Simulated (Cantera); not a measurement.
A perfectly stirred reactor is fed with CO : H2 : CH4 : O2 : N2 : H2O = 1 : 0.093 : 1 : 2.93 : 11 : 2.6 (molar parts), equivalence ratio 0.87, at 1.01 bar; it is adiabatic with a 798 K inlet, and is followed from long to short residence time, starting on the burning branch (τ in s: 0.44, 0.14, 0.047, 0.015, 0.0049, 0.0016, 0.00052, 0.00017, 5.5e-05).

Detailed kinetics in Cantera: GRI-Mech 3.0 (53 species, 325 reactions).

Task: Predict: blow-out, bracketed by the residence times tried; x(CO) at τ = 0.440 s; x(H2) at τ = 0.440 s; x(CH4) at τ = 0.440 s; x(HO2) at τ = 0.440 s; x(CO) at τ = 4.90 ms; x(H2) at τ = 4.90 ms; x(CH4) at τ = 4.90 ms; x(HO2) at τ = 4.90 ms.

Result: 
```json
{
  "blow_out_bracketed_by_the_residence_times_tried": "burning at 55.0 µs, the shortest tried",
  "x(CO) at τ = 0.440 s": "0.00534",
  "x(H2) at τ = 0.440 s": "0.00240",
  "x(CH4) at τ = 0.440 s": "3.91e-7",
  "x(HO2) at τ = 0.440 s": "1.94e-6",
  "x(CO) at τ = 4.90 ms": "0.0111",
  "x(H2) at τ = 4.90 ms": "0.00504",
  "x(CH4) at τ = 4.90 ms": "2.00e-5",
  "x(HO2) at τ = 4.90 ms": "3.31e-6"
}
```
